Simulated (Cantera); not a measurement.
Premixed flame

A freely propagating, adiabatic, planar premixed flame of CH4 : C2H6 : O2 : N2 = 1.3 : 0.052 : 2.18 : 8.2 (molar parts), equivalence ratio 1.3, unburnt at 598 K and 100.0 Torr; mixture-averaged transport, grid criteria slope 0.08 and curve 0.16, no radiation.

Computed with Cantera and GRI-Mech 3.0 (53 species, 325 reactions). Burning velocities carry a grid error of a few per cent, more on coarse grids.

```csv
z (mm),T (K),u (m/s),x CH4,x C2H6,x O2,x H,x NO,x H2
-6.30,598,1.55,0.111,0.00443,0.185,<1e-8,<1e-8,0.00174
-4.20,600,1.56,0.110,0.00441,0.185,1.87e-7,<1e-8,0.00550
-3.15,607,1.59,0.109,0.00439,0.183,2.19e-6,2.51e-8,0.0104
-2.10,672,1.78,0.103,0.00438,0.178,3.04e-5,2.81e-7,0.0208
-1.05,1065,2.88,0.0739,0.00428,0.144,0.000436,2.72e-6,0.0387
-0.525,1457,4.02,0.0411,0.00200,0.101,0.00185,6.74e-6,0.0478
0,1816,5.07,0.0118,0.000151,0.0536,0.00587,1.46e-5,0.0509
0.525,1992,5.59,0.00156,1.58e-6,0.0237,0.0111,2.68e-5,0.0463
1.05,2039,5.71,0.000121,<1e-8,0.0112,0.0147,3.83e-5,0.0417
2.10,2056,5.74,5.05e-7,<1e-8,0.00523,0.0170,4.97e-5,0.0402
4.20,2066,5.75,<1e-8,<1e-8,0.00413,0.0173,5.53e-5,0.0412
8.40,2078,5.78,<1e-8,<1e-8,0.00381,0.0166,5.87e-5,0.0414
16.8,2097,5.82,<1e-8,<1e-8,0.00341,0.0152,6.43e-5,0.0411
```
x: mole fraction of selected species; z is measured from the peak of heat release.

```yaml
laminar_burning_velocity: 155 cm/s
thermal_thickness: 2.10 mm
peak x(H): 0.0173
peak x(H2): 0.0510
grid_points: 161
```
